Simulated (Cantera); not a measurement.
What does this Cantera script print?

```python
import numpy as np
import cantera as ct

gas = ct.Solution("gri30.yaml")
gas.TPX = 400, 44000, {'CH4': 1, 'O2': 1.54, 'N2': 5.78, 'H2O': 0.17}
inlet = ct.Reservoir(gas, clone=True)
gas.equilibrate("HP")  # start burning
reactor = ct.IdealGasConstPressureReactor(gas, energy="on", clone=False)
exhaust = ct.Reservoir(gas, clone=True)
tau = [0.026, 0.012, 0.0056, 0.0026, 0.0012, 0.00055, 0.00026, 0.00012, 5.5e-05, 2.5e-05, 1.2e-05][0]
for a, b in ((inlet, reactor), (reactor, exhaust)):
    ct.MassFlowController(a, b, mdot=lambda t: reactor.mass / tau)
net = ct.ReactorNet([reactor])
show = ['CH4', 'O2', 'H2O', 'CO2', 'N2O', 'CH2CO', 'C2H']

rows = []
print(f"{'tau/s':>10s}{'T/K':>9s}" + "".join(f"{s:>11s}" for s in show))
for tau in [0.026, 0.012, 0.0056, 0.0026, 0.0012, 0.00055, 0.00026, 0.00012, 5.5e-05, 2.5e-05, 1.2e-05]:
    net.initial_time = 0.0
    net.advance(30 * tau)
    before = gas.X
    net.advance(40 * tau)
    drift = np.max(np.abs(gas.X - before) / (gas.X + 1e-9))
    rows.append([gas.T, *gas[show].X, drift])
    print(f"{tau:10.3e}{gas.T:9.1f}" + "".join(f"{x:11.3e}" for x in gas[show].X))
```

It prints:

```
     tau/s      T/K        CH4         O2        H2O        CO2        N2O      CH2CO        C2H
 2.600e-02   2043.4  3.583e-05  5.822e-04  1.933e-01  5.304e-02  1.526e-08  3.437e-08  1.073e-09
 1.200e-02   2027.1  5.698e-05  9.277e-04  1.919e-01  5.283e-02  1.820e-08  5.360e-08  2.443e-09
 5.600e-03   2008.5  9.670e-05  1.442e-03  1.905e-01  5.244e-02  2.118e-08  9.459e-08  5.906e-09
 2.600e-03   1987.4  1.774e-04  2.248e-03  1.890e-01  5.165e-02  2.433e-08  2.007e-07  1.555e-08
 1.200e-03   1962.5  3.555e-04  3.656e-03  1.875e-01  5.002e-02  2.732e-08  5.345e-07  4.393e-08
 5.500e-04   1925.7  8.077e-04  6.623e-03  1.859e-01  4.636e-02  2.762e-08  1.874e-06  1.250e-07
 2.600e-04    400.0  1.178e-01  1.814e-01  2.002e-02 -1.844e-16 -2.736e-22 -1.296e-18 -2.033e-44
 1.200e-04    400.0  1.178e-01  1.814e-01  2.002e-02 -5.315e-20 -7.887e-26 -3.736e-22  8.608e-53
 5.500e-05    400.0  1.178e-01  1.814e-01  2.002e-02 -3.357e-21 -4.982e-27 -2.360e-23  1.937e-56
 2.500e-05    400.0  1.178e-01  1.814e-01  2.002e-02 -2.121e-22 -3.147e-28 -1.491e-24  7.461e-59
 1.200e-05    400.0  1.178e-01  1.814e-01  2.002e-02 -1.340e-23 -1.988e-29 -9.416e-26  2.976e-61
```

Detailed kinetics in Cantera: GRI-Mech 3.0 (53 species, 325 reactions).
